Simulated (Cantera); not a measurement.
Input (Python, Cantera) and output of one run.

```python
import numpy as np
import cantera as ct

gas_names = """
    H HO2 H2 H2O H2O2 O OH O2 O3 Ti TiO TiO2
""".split()
cond_names = """
    H2O(s) H2O(L) Ti(a) Ti(b) Ti(L) TiO(a) TiO(b) TiO(L) TiO2(ru) TiO2(L) Ti2O3(a) Ti2O3(b) Ti2O3(L)
    Ti3O5(a) Ti3O5(b) Ti3O5(L) Ti4O7(s) Ti4O7(L)
""".split()


def load(file, names, dense=False):
    # The tables refer to 1 bar. Condensed volumes are neglected.
    table = {s.name: s for s in ct.Species.list_from_file(file)}
    out = []
    for n in names:
        d = dict(table[n].input_data)
        d["thermo"] = dict(d["thermo"], **{"reference-pressure": 1e5})
        if dense:
            d["equation-of-state"] = {"model": "constant-volume", "density": "1e6 g/cm^3"}
        out.append(ct.Species.from_dict(d))
    return out


gas = ct.Solution(thermo="ideal-gas", species=load("nasa_gas.yaml", gas_names))
cond = {s.name: ct.Solution(thermo="fixed-stoichiometry", species=[s], name=s.name)
        for s in load("nasa_condensed.yaml", cond_names, dense=True)}
atoms = {
    'Ti': {'Ti': 1},
    'O2': {'O': 2},
    'H2': {'H': 2},
}
top_T = {}  # K; cautious upper limits of use, not melting points


def equilibrate(T, P, feed):
    n = {}
    for name, mol in feed.items():
        for a, k in atoms[name].items():
            n[a] = n.get(a, 0.0) + k * mol
    gas.TPX = T, P, n
    mass = sum(n.values()) * gas.mean_molecular_weight
    gas.equilibrate("TP")
    valid = [c for c in cond.values() if c.min_temp <= T <= top_T.get(c.name, c.max_temp)]
    mix = ct.Mixture([(gas, mass / gas.mean_molecular_weight)] + [(c, 0.0) for c in valid])
    mix.T, mix.P = T, P
    mix.equilibrate("TP", solver="vcs", rtol=1e-11, max_steps=5000)
    return mix


results = []
feed = {'Ti': 1, 'O2': 0.058, 'H2': 3.8}  # mol
P = 133.322  # Pa
for T in [1148, 1198, 1248, 1298, 1348, 1398, 1448, 1498, 1548, 1598, 1648, 1698, 1748, 1798]:
    mix = equilibrate(T, P, feed)
    results.append((T, P, feed, dict(zip(mix.species_names, mix.species_moles))))

top = {s: max(r[3][s] / sum(r[3][g] for g in gas_names) for r in results) for s in gas_names}
cols = sorted((s for s in top if top[s] > 0.0001), key=lambda s: -top[s])[:6]
seen = [c for c in cond_names if any(r[3].get(c, 0) > 1e-12 for r in results)]
print("log10 of partial pressures in bar; condensed amounts in mol")
print(f"{'T/K':>10s}" + "".join(f"{s[:9]:>10s}" for s in cols + seen))
for T, P, feed, n in results:
    ng = sum(n[g] for g in gas_names)
    print(f"{T:10.4g}" + "".join(f"{np.log10(max(n[s] / ng * P / 1e5, 1e-99)):10.3f}" for s in cols)
          + "".join(f"{n.get(c, 0):10.4g}" for c in seen))
```

It prints:

```
log10 of partial pressures in bar; condensed amounts in mol
       T/K        H2         H        Ti     Ti(a)     Ti(b)    TiO(a)    TiO(b)
      1148    -2.875    -8.582   -13.895     0.884         0     0.116         0
      1198    -2.875    -8.159   -13.015         0     0.884     0.116         0
      1248    -2.875    -7.768   -12.208         0     0.884     0.116         0
      1298    -2.875    -7.408   -11.464         0     0.884         0     0.116
      1348    -2.875    -7.073   -10.775         0     0.884         0     0.116
      1398    -2.875    -6.763   -10.137         0     0.884         0     0.116
      1448    -2.875    -6.473    -9.543         0     0.884         0     0.116
      1498    -2.875    -6.203    -8.989         0     0.884         0     0.116
      1548    -2.875    -5.949    -8.472         0     0.884         0     0.116
      1598    -2.876    -5.712    -7.988         0     0.884         0     0.116
      1648    -2.876    -5.488    -7.533         0    0.8839         0     0.116
      1698    -2.877    -5.278    -7.106         0    0.8838         0     0.116
      1748    -2.878    -5.080    -6.704         0    0.8834         0     0.116
      1798    -2.879    -4.893    -6.325         0    0.8826         0     0.116
```

These are equilibrium values from Cantera (NASA tables, ideal gas, pure condensed phases), not measurements of a reactor. Mutual solubility and eutectic melting of coexisting phases are not modelled. TiO: taken at fixed stoichiometry. Condensed phases not in the tables: N, O or C dissolved in the metal.
